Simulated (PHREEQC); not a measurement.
Consider water at 10 °C with 18 mmol/kgw NH4HF2, 0.64 mmol/kgw (NH4)2SiF6 and 75 mmol/kgw H3PO4. Closed to the air; pH follows from the charge balance.

Model: ion-association model, phreeqc.dat, run in PHREEQC.

Task: The ionic strength comes out as 0.0357 mol/kgw. What activity coefficients do NH4+, HF2-, F-, SiF6-2, H2PO4- get?

Result: NH4+ 0.83, HF2- 0.84, F- 0.84, SiF6-2 0.52, H2PO4- 0.85.

This is a speciation only: nothing precipitates in the calculation. Away from 25 °C the constants follow the database's enthalpies or fits; those with neither stay at their 25 °C values. SiF6-2 is the database's only silicon fluoride.
